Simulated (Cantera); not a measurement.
A diamond (100) surface in a fixed gas of H2 with x(CH4) = 0.018, x(H) = 0.026, at 900 K, 0.168 atm; coverages are run to steady state.

Computed with Cantera and the Harris–Goodwin 1993 mechanism for the reconstructed diamond (100) surface.

θ: site fractions in the mechanism's names (c6HH fully hydrogenated, c6H* and c6*H radical sites, c6** diradical, c6HM methylated).

```csv
x(CH3),growth (µm/h),θ c6HH,θ c6H*,θ c6*H,θ c6**,θ c6HM
1e-06,?,0.692,0.0113,0.292,0.00449,3.26e-5
2.3e-06,?,0.692,0.0113,0.292,0.00449,7.51e-5
5.5e-06,?,0.692,0.0113,0.292,0.00449,0.000179
1.3e-05,?,0.692,0.0113,0.292,0.00448,0.000424
3e-05,?,0.691,0.0113,0.292,0.00448,0.000978
7e-05,?,0.690,0.0112,0.291,0.00447,0.00228
0.00016,?,0.687,0.0112,0.290,0.00445,0.00519
0.00038,?,0.681,0.0111,0.288,0.00440,0.0122
0.0009,?,0.668,0.0109,0.282,0.00429,0.0283
```

Task: Some entries are withheld; supply them.

Result: 
- 1e-06, growth (µm/h): 0.0537
- 2.3e-06, growth (µm/h): 0.124
- 5.5e-06, growth (µm/h): 0.295
- 1.3e-05, growth (µm/h): 0.698
- 3e-05, growth (µm/h): 1.61
- 7e-05, growth (µm/h): 3.75
- 0.00016, growth (µm/h): 8.53
- 0.00038, growth (µm/h): 20.1
- 0.0009, growth (µm/h): 46.5
